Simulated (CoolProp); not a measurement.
Vapour-liquid equilibrium of ethylene (1) + propane (2) at 199.4 K; x and y are mole fractions of (1).

Computed with CoolProp (multi-fluid Helmholtz-energy mixture model, Smukala 2000 and Lemmon 2009; pair parameters Bell 2016).

```tsv
x	bubble pressure (kPa)	y at the bubble point	dew pressure at overall composition x (kPa)	liquid density (mol/L)
0.05	43.23	0.567	20.45	14.17
0.15	90.52	0.811	22.78	___
0.25	136.5	0.886	25.70	15.00
0.35	180.6	0.923	29.47	15.44
0.45	222.5	0.945	34.54	15.89
0.55	262.7	___	41.71	16.35
0.65	301.6	0.971	___	16.83
0.75	340.3	0.980	71.21	17.33
0.85	379.9	0.989	109.9	17.83
0.95	422.0	0.996	234.8	18.35
```

Q: Some entries are withheld; supply them.

A: 
- 0.15, liquid density (mol/L): 14.58
- 0.55, y at the bubble point: 0.960
- 0.65, dew pressure at overall composition x (kPa): 52.61

No azeotrope shows between x = 0.05 and 0.95.

Pair parameters are fitted to limited data, so mixtures are less certain than the pure fluids.
